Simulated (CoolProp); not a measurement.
R124 along the isobar 3.41 MPa: density (kg/m³) from the reference equation and from simpler models built on Tc = 395.4 K, pc = 3.624 MPa, ω = 0.288; each cubic takes its own stable root.

Model: reference Helmholtz-energy equation of state, de Vries 1995, in CoolProp.

```csv
T (K),phase,reference,Redlich-Kwong,Peng-Robinson
363.1,liquid,1103,907.4,1074
372,liquid,1047,845.2,996.7
381,liquid,972.9,765.0,896.3
389.9,liquid,850.0,630.2,735.3
398.8,gas,?,257.6,268.6
407.7,gas,225.9,226.4,231.9
416.6,gas,204.4,206.8,209.8
425.5,gas,189.1,?,193.9
434.4,gas,177.4,?,181.6
443.3,gas,167.8,171.6,171.5
452.2,gas,159.7,163.6,163.1
461.1,gas,152.8,156.6,155.8
470,gas,146.8,150.5,149.4
```

Q: Some entries are withheld; supply them.

A: 
- 398.8, reference: 262.9
- 425.5, Redlich-Kwong: 192.4
- 434.4, Redlich-Kwong: 181.0
